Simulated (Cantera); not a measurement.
Input (Python, Cantera):

```python
import numpy as np
import cantera as ct

surf = ct.Interface("ptcombust.yaml", "Pt_surf")
gas = surf.adjacent["gas"]
gas.TPX = 1150, 110000, {'CH4': 0.0041, 'O2': 0.16, 'N2': 0.79}
surf.TP = 1150, 110000
reactor = ct.FlowReactor(gas, clone=False)
reactor.area = 0.0001  # m2
reactor.surface_area_to_volume_ratio = 160  # 1/m
reactor.mass_flow_rate = 0.38 * reactor.area * gas.density  # inlet velocity 0.38 m/s
reactor.energy_enabled = False
wall = ct.ReactorSurface(surf, reactor, clone=False)
net = ct.ReactorNet([reactor])
net.rtol, net.atol = 1e-8, 1e-16
show, cover = ['CH4', 'O2', 'H2O', 'CO2', 'CO'], ['PT(S)', 'H(S)', 'O(S)', 'OH(S)', 'CO(S)', 'C(S)']

rows = []
print(f"{'z/m':>9s}{'u/(m/s)':>9s}" + "".join(f"{s:>13s}" for s in show + cover))
for z in [0.00059, 0.0011, 0.0022, 0.0042, 0.0082, 0.016, 0.03, 0.059]:
    net.advance(z)
    rows.append([reactor.speed, *gas[show].X, *surf[cover].coverages])
    print(f"{z:9.4g}{rows[-1][0]:9.3g}" + "".join(f"{x:13.4e}" for x in rows[-1][1:]))
```

It prints:

```
      z/m  u/(m/s)          CH4           O2          H2O          CO2           CO        PT(S)         H(S)         O(S)        OH(S)        CO(S)         C(S)
  0.00059     0.38   4.0535e-03   1.6722e-01   4.8300e-04   2.3654e-04   3.8868e-06   3.2409e-01   3.0180e-07   6.7558e-01   3.3335e-04   3.4748e-06   4.2043e-08
   0.0011     0.38   3.8502e-03   1.6682e-01   8.8139e-04   4.3362e-04   3.7130e-06   3.2414e-01   3.9216e-07   6.7542e-01   4.3328e-04   3.3054e-06   3.9961e-08
   0.0022     0.38   3.4368e-03   1.6602e-01   1.6823e-03   8.2645e-04   3.4054e-06   3.2429e-01   5.2923e-07   6.7512e-01   5.8458e-04   2.9666e-06   3.5722e-08
   0.0042     0.38   2.7705e-03   1.6476e-01   2.9515e-03   1.4412e-03   3.1441e-06   3.2455e-01   6.9363e-07   6.7468e-01   7.6542e-04   2.4504e-06   2.8869e-08
   0.0082     0.38   1.6786e-03   1.6271e-01   4.9991e-03   2.4128e-03   4.9901e-06   3.2503e-01   8.9911e-07   6.7397e-01   9.9005e-04   1.9041e-06   1.7570e-08
    0.016     0.38   5.6648e-04   1.6044e-01   7.2768e-03   3.5635e-03   2.4685e-06   3.2560e-01   1.0847e-06   6.7321e-01   1.1914e-03   7.5117e-07   5.9598e-09
     0.03     0.38   9.2171e-05   1.5940e-01   8.3246e-03   4.1242e-03   4.8711e-07   3.2587e-01   1.1610e-06   6.7286e-01   1.2735e-03   1.3402e-07   9.7207e-10
    0.059     0.38   2.2065e-06   1.5916e-01   8.5566e-03   4.2606e-03   5.6641e-08   3.2593e-01   1.1773e-06   6.7277e-01   1.2910e-03   9.2760e-09   2.3284e-11
```

Model: Deutschmann's 1995 Pt surface mechanism with GRI-Mech 3.0 gas chemistry, integrated in Cantera. Catalytic surfaces can have several steady states; this one follows from the mechanism file's or the stated starting coverage. Mass transfer to the wall is taken as infinitely fast.
